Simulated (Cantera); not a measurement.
**Reactions in the system C-H-Ni-S**

Cantera with NASA thermochemical tables; ideal gases at 1 bar, condensed phases pure. Values are per mole of reaction as written; species without (g) are pure solids or liquids, kept so even where they would boil at 1 bar.

3 Ni3S4 + CH4(g) + 3 CS2(g) → 9 NiS2 + 2 C2H2(g)

```tsv
T (K)	ΔH° (kJ)	ΔS° (J/K)	ΔG° (kJ)	log10 K
300	-98.8	-409.9	24.2	-4.21
375	-95.4	-399.7	54.5	-7.59
400	-94.6	-397.7	64.5	-8.42
425	-94.0	-396.2	74.4	-9.14
450	-93.6	-395.3	84.3	-9.78
475	-93.4	-394.8	94.2	-10.35
500	-93.4	-394.8	104.0	-10.87
525	-93.5	-395.1	113.9	-11.33
550	-93.9	-395.8	123.8	-11.76
575	-94.4	-396.7	133.7	-12.14
600	-95.2	-397.9	143.6	-12.50
```
